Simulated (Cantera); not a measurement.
An adiabatic, constant-volume homogeneous reactor starts with CH3OH : O2 : N2 : H2O = 1 : 0.833 : 3.13 : 0.31 (molar parts), at 1625 K and 1.01 bar.

Model: GRI-Mech 3.0 (53 species, 325 reactions), integrated in Cantera. GRI-Mech 3.0 was tuned for natural gas; its chemistry of methanol as a main component is partial and can be far from experiment.

One state of this run: T (K) = 2856; P (bar) = 2.23; x CH3OH = <1e-12; x O2 = 0.00207; x H2O = 0.238; x OH = 0.0152; x CH4 = 1.73e-12. x: mole fraction; the columns are a selection and need not sum to one.

Question: Which value of t (s) does it belong to?
A. 0.000368
B. 6.60e-5
C. 5.00e-6
D. 2.79e-5

Answer: A, 0.000368
